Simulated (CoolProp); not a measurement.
20 sccm (0 °C, 1 atm) of nitrogen bubbles through liquid water at 303.1 K and leaves saturated at a total pressure of 0.0157 MPa (ideal gas phase). Each further row changes one setting.

Values from CoolProp's reference Helmholtz-energy equation of state, Wagner 2002.

| case | vapour pressure (kPa) | mole fraction of vapour | delivery (mg/min) | delivery (sccm) | change of delivery for a bath 1 K warmer (%) |
|---|---|---|---|---|---|
| as stated | 4.23 | (withheld) | (withheld) | 7.39 | 8.2 |
| bath temperature 308.1 K | 5.61 | 0.358 | 8.95 | 11.1 | (withheld) |
| total pressure 0.0314 MPa | 4.23 | 0.135 | (withheld) | 3.12 | (withheld) |

Question: Fill in the missing entries.

Answer: 
- as stated, mole fraction of vapour: 0.270
- as stated, delivery (mg/min): 5.94
- bath temperature 308.1 K, change of delivery for a bath 1 K warmer (%): 9.1
- total pressure 0.0314 MPa, delivery (mg/min): 2.51
- total pressure 0.0314 MPa, change of delivery for a bath 1 K warmer (%): 6.9
